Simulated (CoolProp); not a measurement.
Vapour-liquid equilibrium of neopentane (1) + n-pentane (2) at 288.1 K; x and y are mole fractions of (1).

Model: multi-fluid Helmholtz-energy mixture model, Lemmon 2006 and Thol 2019; pair parameters Bell 2016, in CoolProp.

```
x     bubble pressure, mixture model (MPa)  bubble pressure, Raoult's law (MPa)  y, mixture model  y, Raoult's law
----  ------------------------------------  -----------------------------------  ----------------  ---------------
0.05                               0.05032                              0.05018             0.123            0.122
0.15                               0.05819                              0.05783             0.318            0.319
0.25                               0.06598                              0.06547             0.466            0.469
0.35                               0.07369                              0.07312             0.583            0.588
0.45                               0.08133                              0.08076             0.677            0.684
0.55                               0.08892                              0.08840             0.756            0.764
0.65                               0.09645                              0.09605             0.823            0.831
0.75                                0.1040                               0.1037             0.882            0.888
0.85                                0.1115                               0.1113             0.933            0.938
0.95                                0.1190                               0.1190             0.979            0.981
```

The largest gap from Raoult's law is +0.8 % in bubble pressure, at x = 0.35. No azeotrope shows between x = 0.05 and 0.95.

Pair parameters are fitted to limited data, so mixtures are less certain than the pure fluids.
